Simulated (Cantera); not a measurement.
Feed: 1 mol B2H6, 1.4 mol H2, equilibrated at 1677 °C and 0.100 bar.

Equilibrium computed with Cantera from the NASA thermochemical tables; the gas is ideal and each condensed phase is pure. Candidate condensed phases: B; 7 gas species. The feed counts by its element totals alone. The tables' values for BH2 are old estimates; treat these amounts as uncertain. Rates play no part.

Base state: H2 0.996, H 0.00362, BH2 0.000347 (mole fractions); condensed: B(s).

Q: What changes in the equilibrium state with this change: pressure from 0.100 bar to 1.30 mbar?

A: 
| species | before | after |
|---|---|---|
| H2 | 0.996 | 0.968 |
| H | 0.00362 | 0.0313 |
| BH2 | 0.000347 | 0.000338 |
| B | 5.67e-7 | 4.37e-5 |
| B(s), mol | 2.00 | 2.00 |
